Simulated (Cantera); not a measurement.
An isothermal, constant-pressure homogeneous reactor starts with 11.2 % H2, 88.8 % O2, equivalence ratio 0.063, at 1150 K and 2500 Pa.

Cantera simulation using the H2/O2 subset of GRI-Mech 3.0, which has no nitrogen chemistry; the numbers are that mechanism's predictions, not measurements. Radical loss at walls, strong at low pressure, is not modelled. The temperature is held fixed by assumption; the heat of reaction is taken as removed at once.

x: mole fraction; the columns are a selection and need not sum to one.

```tsv
t (s)	x H2	x O2	x H	x HO2	x H2O	x OH	x H2O2
3.00e-5	0.112	0.888	1.58e-9	1.92e-9	3.43e-10	5.19e-10	<1e-12
0.000125	0.112	0.888	1.31e-8	8.12e-9	1.74e-8	7.32e-9	5.44e-12
0.000522	0.112	0.888	1.31e-5	2.00e-7	2.66e-5	7.75e-6	2.00e-10
0.00218	…	0.830	…	…	…	…	…
0.00909	0.000897	0.868	0.00295	1.09e-5	0.114	0.00275	4.20e-7
0.0379	…	0.880	…	…	0.118	…	…
0.158	4.16e-6	0.881	9.89e-7	4.31e-7	0.119	0.000191	6.60e-8
0.660	4.64e-7	0.881	3.99e-8	6.26e-8	0.119	6.57e-5	1.63e-8
2.75	7.54e-8	0.881	2.74e-9	1.32e-8	0.119	2.69e-5	3.97e-9
11.5	1.52e-8	0.881	2.55e-10	6.77e-9	0.119	1.22e-5	9.89e-10
47.9	4.45e-9	0.881	4.07e-11	8.67e-9	0.119	6.59e-6	3.29e-10
200	3.46e-9	0.881	2.80e-11	9.54e-9	0.119	5.80e-6	2.65e-10
```

### Question
Complete the blanks.

### Answer

- 0.00218, x H2: 0.00327
- 0.00218, x H: 0.0228
- 0.00218, x HO2: 1.33e-5
- 0.00218, x H2O: 0.0966
- 0.00218, x OH: 0.00530
- 0.00218, x H2O2: 3.65e-7
- 0.0379, x H2: 6.27e-5
- 0.0379, x H: 5.33e-5
- 0.0379, x HO2: 3.25e-6
- 0.0379, x OH: 0.000720
- 0.0379, x H2O2: 2.34e-7
